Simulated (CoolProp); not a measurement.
Vapour-liquid equilibrium of ethanol (1) + isohexane (2) at 1.33 MPa; x and y are mole fractions of (1).

Model: multi-fluid Helmholtz-energy mixture model, Schroeder 2014 and Lemmon 2006; pair parameters Bell 2016, in CoolProp.

```
x     bubble temperature (K)  y at the bubble point  dew temperature at overall composition x (K)  liquid density (mol/L)
----  ----------------------  ---------------------  --------------------------------------------  ----------------------
0.05                   438.0                  0.119                                         441.9                   5.767
0.15                   429.7                  0.280                                         436.4                   6.224
0.25                   425.5                  0.377                                         431.2                   6.687
0.35                   423.4                  0.442                                         426.6                   7.204
0.45                   422.5                  0.491                                         423.2                   7.810
0.55                   422.4                  0.535                                         422.5                   8.531
0.65                   422.9                  0.582                                         424.4                   9.390
0.75                   424.2                  0.643                                         427.4                   10.40
0.85                   426.9                  0.736                                         430.6                   11.58
0.95                   431.9                  0.888                                         433.9                   12.93
```

y crosses x between x = 0.45 and 0.55: the model has an azeotrope there.

The pair parameters rest on a limited set of measurements; away from them the model extrapolates.
